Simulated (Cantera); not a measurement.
Charge: 1 mol Ti(OiPr)₄, 1.3 mol C₃H₈, 4.7 mol N₂, equilibrated at 10.0 Torr.

Cantera equilibrium calculation (NASA polynomials, part measured and part estimated; ideal gas, pure solids and liquids). Candidate condensed phases: C, C₆H₆, C₇H₈, C₈H₁₈, H₂O, Ti, TiC, TiN, TiO, TiO₂, Ti₂O₃, Ti₃O₅, Ti₄O₇; 139 gas species. The feed counts by its element totals alone. TiC: taken at fixed stoichiometry. Kinetics and transport are ignored.

log p: log10 of the partial pressure in bar; n: condensed amount in mol.

```json
[
 {"T (K)": "1498", "log p H₂": "-2.04", "log p N₂": "-2.65", "log p CO": "-2.72", "log p H": "-5.78", "log p HCN": "-5.33", "n C(graphite)": "10.9", "n TiC(s)": "1.00"},
 {"T (K)": "1548", "log p H₂": "-2.04", "log p N₂": "-2.65", "log p CO": "-2.72", "log p H": "-5.53", "log p HCN": "-5.18", "n C(graphite)": "10.9", "n TiC(s)": "1.00"},
 {"T (K)": "1598", "log p H₂": "-2.04", "log p N₂": "-2.65", "log p CO": "-2.72", "log p H": "-5.29", "log p HCN": "-5.04", "n C(graphite)": "10.9", "n TiC(s)": "1.00"},
 {"T (K)": "1648", "log p H₂": "-2.04", "log p N₂": "-2.65", "log p CO": "-2.72", "log p H": "(withheld)", "log p HCN": "(withheld)", "n C(graphite)": "10.9", "n TiC(s)": "1.00"},
 {"T (K)": "1698", "log p H₂": "-2.04", "log p N₂": "-2.65", "log p CO": "-2.72", "log p H": "(withheld)", "log p HCN": "(withheld)", "n C(graphite)": "10.9", "n TiC(s)": "1.00"},
 {"T (K)": "1748", "log p H₂": "-2.04", "log p N₂": "-2.65", "log p CO": "-2.72", "log p H": "-4.66", "log p HCN": "-4.67", "n C(graphite)": "10.8", "n TiC(s)": "1.00"},
 {"T (K)": "1798", "log p H₂": "-2.04", "log p N₂": "-2.65", "log p CO": "-2.72", "log p H": "-4.47", "log p HCN": "-4.56", "n C(graphite)": "10.8", "n TiC(s)": "1.00"},
 {"T (K)": "1848", "log p H₂": "-2.04", "log p N₂": "-2.65", "log p CO": "-2.72", "log p H": "-4.30", "log p HCN": "-4.46", "n C(graphite)": "10.8", "n TiC(s)": "1.00"},
 {"T (K)": "1898", "log p H₂": "-2.04", "log p N₂": "-2.65", "log p CO": "-2.72", "log p H": "-4.13", "log p HCN": "-4.36", "n C(graphite)": "10.8", "n TiC(s)": "1.00"}
]
```

### Question
What belongs in the gaps?

### Answer

- 1648, log p H: -5.07
- 1648, log p HCN: -4.91
- 1698, log p H: -4.86
- 1698, log p HCN: -4.79
